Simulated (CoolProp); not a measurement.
Properties of n-decane at several states (Tc = 344.5 °C, pc = 2.101 MPa, ω = 0.488).

The numbers come from the reference Helmholtz-energy equation of state, Lemmon 2006 in CoolProp. It is a short technical equation, of lower accuracy than the large ones.

| T (°C) | p (MPa) | phase | Z | conductivity (mW/(m K)) | fugacity coefficient |
|---|---|---|---|---|---|
| 253.95 | 0.0677 | gas | 0.9785 | ? | 0.9789 |
| 31.45 | 0.0145 | liquid | ? | 128 | 0.01946 |
| 331.75 | 10.2 | liquid | 0.5886 | 83.3 | ? |
| 287.05 | 0.0151 | gas | 0.9963 | ? | 0.9963 |

Question: What belongs in the gaps?

Answer: 
- 253.95, conductivity (mW/(m K)): 30.0
- 31.45, Z: 0.001129
- 331.75, fugacity coefficient: 0.1989
- 287.05, conductivity (mW/(m K)): 33.9

Thermal conductivity comes from a separate model (Huber 2005).
